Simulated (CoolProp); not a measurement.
The fluid at 293.15 K and 0.202 MPa is throttled through a valve to 0.119 MPa with no heat exchange. The same conditions are run with several fluids, on thermodynamics alone (safety and materials aside).

The numbers come from the reference Helmholtz-energy equation of state of each fluid (cyclohexane: Zhou 2014; toluene: Lemmon 2006; hexamethyldisiloxane (MM): Thol 2016; n-perfluorohexane: Gao 2022; R365MFC: Lemmon 2016) in CoolProp.

| fluid | final density (kg/m³) |
|---|---|
| cyclohexane | 779 |
| toluene | 867 |
| hexamethyldisiloxane (MM) | 765 |
| n-perfluorohexane | 1690 |
| R365MFC | 1270 |
